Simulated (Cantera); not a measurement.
Input: 1 mol TiCl4, 9.6 mol O2, 1.1 mol H2, at 100000 Pa.

Cantera equilibrium calculation (NASA polynomials, part measured and part estimated; ideal gas, pure solids and liquids). Candidate condensed phases: H2O, Ti, TiCl2, TiCl3, TiCl4, TiO, TiO2, Ti2O3, Ti3O5, Ti4O7; 23 gas species. Condensed phases not in the tables: TiOCl. Gases not in the tables: TiO(OH)2. The numbers say what is thermodynamically allowed, not how fast it happens. All values below are at 1073 K.

Base state: O2 0.731, HCl 0.132, Cl2 0.107, H2O 0.0292, Cl 0.000352, HOCl 2.13e-5, ClO 1.55e-5 (mole fractions); condensed: TiO2(rutile).

Task: What changes in the equilibrium state with this change: TiCl4 replaced by Ti?

Result: 
```csv
species,before,after
O2,0.731,0.880
H2O,0.0292,0.120
HCl,0.132,0
Cl2,0.107,0
Cl,0.000352,0
HOCl,2.13e-5,0
ClO,1.55e-5,0
"TiO2(rutile), mol",1.00,1.00
```
